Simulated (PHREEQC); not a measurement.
Solution (20 °C): 0.0068 mol/kgw Cu(NO3)2, 0.00052 mol/kgw HBF4 and 0.013 mol/kgw KCl. Closed to the air; pH follows from the charge balance.

Model: ion-association model, wateq4f.dat, run in PHREEQC.

| quantity | before | after |
|---|---|---|
| pH | 3.05 | 3.05 |
| CuF+ (mol/kgw) | 5.58e-5 | 7.84e-5 |
| CuOH+ (mol/kgw) | 4.71e-8 | 6.73e-8 |
| Cu2(OH)2+2 (mol/kgw) | 8.18e-10 | 1.72e-9 |
| Cu(OH)2 (mol/kgw) | 9.21e-11 | 1.28e-10 |
| SI of Tenorite (CuO) | -4.16 | -4.02 |
| SI of CuF2:2H2O (CuF2:2H2O) | -4.18 | -4.05 |

### Question
Which change was made?
A) KCl left out
B) Cu(NO3)2 from 0.0068 to 0.00748 mol/kgw
C) Cu(NO3)2 from 0.0068 to 0.0102 mol/kgw
D) KCl from 0.013 to 0.026 mol/kgw

### Answer
C, Cu(NO3)2 from 0.0068 to 0.0102 mol/kgw

This is a speciation only: nothing precipitates in the calculation. Real BF4- forms and hydrolyses slowly; the run takes it at equilibrium.
